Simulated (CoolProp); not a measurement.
Aqueous ethanol as a coolant, at 37 °C, 1 atm.

Model: Melinder's fits for secondary coolants, in CoolProp.

| mass % | freezing point (°C) | cp (kJ/(kg K)) | conductivity (W/(m K)) | viscosity (mPa s) | density (kg/m³) |
|---|---|---|---|---|---|
| 2 | -0.8 | 4.193 | 0.610 | … | … |
| 5.7 | -2.3 | 4.224 | 0.581 | 0.837 | 982.9 |
| 9.4 | -4.1 | 4.261 | 0.554 | 0.944 | 976.9 |
| 13.1 | -6.2 | 4.293 | … | … | 971.2 |
| 16.8 | -8.7 | 4.312 | 0.502 | 1.17 | 965.5 |
| 20.5 | -11.5 | 4.316 | 0.479 | 1.28 | 959.7 |
| 24.3 | -14.8 | 4.303 | 0.455 | 1.38 | 953.3 |
| 28 | -18.2 | 4.275 | 0.433 | 1.46 | 946.8 |
| 31.7 | -21.8 | 4.233 | 0.412 | … | 939.8 |
| 35.4 | … | … | 0.392 | 1.56 | 932.3 |
| 39.1 | -28.7 | 4.124 | 0.373 | 1.59 | … |
| 42.8 | -32.0 | 4.061 | 0.354 | 1.61 | 916.4 |

Question: Complete the blanks.

Answer: 
- 2, viscosity (mPa s): 0.743
- 2, density (kg/m³): 989.5
- 13.1, conductivity (W/(m K)): 0.527
- 13.1, viscosity (mPa s): 1.06
- 31.7, viscosity (mPa s): 1.52
- 35.4, freezing point (°C): -25.3
- 35.4, cp (kJ/(kg K)): 4.182
- 39.1, density (kg/m³): 924.5
